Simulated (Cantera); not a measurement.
Standard-state values (1 bar) from the NASA 1993 polynomials, evaluated with Cantera. Values are per mole of reaction as written; species without (g) are pure solids or liquids, kept so even where they would boil at 1 bar.

3 SiC2(g) + 4 N(g) = Si3N4 + 6 C

```json
[
 {"T (K)": "300", "ΔH° (kJ)": "-4480.8", "ΔS° (J/K)": "-1176.5", "ΔG° (kJ)": "-4127.9", "log10 K": "718.71"},
 {"T (K)": "698", "ΔH° (kJ)": "-4493.0", "ΔS° (J/K)": "-1206.5", "ΔG° (kJ)": "-3650.8", "log10 K": "273.20"},
 {"T (K)": "798", "ΔH° (kJ)": "?", "ΔS° (J/K)": "?", "ΔG° (kJ)": "?", "log10 K": "?"},
 {"T (K)": "898", "ΔH° (kJ)": "?", "ΔS° (J/K)": "?", "ΔG° (kJ)": "?", "log10 K": "?"},
 {"T (K)": "998", "ΔH° (kJ)": "-4487.7", "ΔS° (J/K)": "-1200.6", "ΔG° (kJ)": "-3289.6", "log10 K": "172.17"},
 {"T (K)": "1098", "ΔH° (kJ)": "-4484.2", "ΔS° (J/K)": "-1197.2", "ΔG° (kJ)": "-3169.7", "log10 K": "150.78"},
 {"T (K)": "1198", "ΔH° (kJ)": "-4480.1", "ΔS° (J/K)": "-1193.6", "ΔG° (kJ)": "-3050.1", "log10 K": "132.99"},
 {"T (K)": "1298", "ΔH° (kJ)": "-4475.3", "ΔS° (J/K)": "-1189.8", "ΔG° (kJ)": "-2930.9", "log10 K": "117.94"},
 {"T (K)": "1398", "ΔH° (kJ)": "-4470.1", "ΔS° (J/K)": "-1185.9", "ΔG° (kJ)": "-2812.1", "log10 K": "105.07"},
 {"T (K)": "1498", "ΔH° (kJ)": "-4464.4", "ΔS° (J/K)": "-1182.0", "ΔG° (kJ)": "-2693.8", "log10 K": "93.93"},
 {"T (K)": "1598", "ΔH° (kJ)": "?", "ΔS° (J/K)": "?", "ΔG° (kJ)": "?", "log10 K": "?"}
]
```

**Question.** Complete the blanks.

**Answer.** 
- 798, ΔH° (kJ): -4492.2
- 798, ΔS° (J/K): -1205.5
- 798, ΔG° (kJ): -3530.2
- 798, log10 K: 231.07
- 898, ΔH° (kJ): -4490.4
- 898, ΔS° (J/K): -1203.4
- 898, ΔG° (kJ): -3409.8
- 898, log10 K: 198.33
- 1598, ΔH° (kJ): -4458.4
- 1598, ΔS° (J/K): -1178.2
- 1598, ΔG° (kJ): -2575.7
- 1598, log10 K: 84.19
